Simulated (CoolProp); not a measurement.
The fluid at 308.06 K and 0.431 MPa (gas) is heated at constant pressure to 494 K. The same conditions are run with several fluids, on thermodynamics alone (safety and materials aside).

The numbers come from the reference Helmholtz-energy equation of state of each fluid (nitrous oxide: Lemmon 2006; carbon dioxide: Span 1996; carbon monoxide: Lemmon 2006) in CoolProp.

```json
[
 {"fluid": "nitrous oxide", "heat (kJ/kg)": "182", "final density (kg/m³)": "[?]"},
 {"fluid": "carbon dioxide", "heat (kJ/kg)": "[?]", "final density (kg/m³)": "[?]"},
 {"fluid": "carbon monoxide", "heat (kJ/kg)": "[?]", "final density (kg/m³)": "2.93"}
]
```

Q: Some entries are withheld; supply them.

A: 
- nitrous oxide, final density (kg/m³): 4.64
- carbon dioxide, heat (kJ/kg): 177
- carbon dioxide, final density (kg/m³): 4.63
- carbon monoxide, heat (kJ/kg): 196
